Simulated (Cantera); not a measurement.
Charge: 1 mol Ti(OiPr)₄, 0.75 mol O₂, equilibrated at 4.80 mbar.

These are equilibrium values from Cantera (NASA tables, ideal gas, pure condensed phases), not measurements of a reactor. Candidate condensed phases: C, C₆H₆, C₇H₈, C₈H₁₈, H₂O, Ti, TiC, TiO, TiO₂, Ti₂O₃, Ti₃O₅, Ti₄O₇; 113 gas species. The feed counts by its element totals alone. Rates play no part.

Question: At 1173 K, list the 4 most abundant gas species with their mole fractions, and the condensed phases.

Answer: H₂ 0.785, CO 0.215, CH₄ 5.75e-5, H₂O 2.87e-5. Condensed: C(graphite) + Ti₃O₅(s).
